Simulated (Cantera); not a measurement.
Input: 1 mol PH3, a varied amount of O2, equilibrated at 2000 K and 0.000310 bar.

Method: chemical equilibrium by Gibbs-energy minimisation in Cantera with the NASA 1993 tables (ideal gas, pure condensed phases). Candidate condensed phases: H2O, P, P4O10; 17 gas species. Gases not in the tables: HPO2, HPO3 and P4O6. Equilibrium is a limit: real reactors are often held back by kinetics, nucleation or transport.

Problem. At 2.5 mol O2, list the 5 most abundant gas species with their mole fractions, and the condensed phases.

Solution. H2O 0.409, PO2 0.290, O2 0.219, OH 0.0315, O 0.0178. Condensed: gas only.
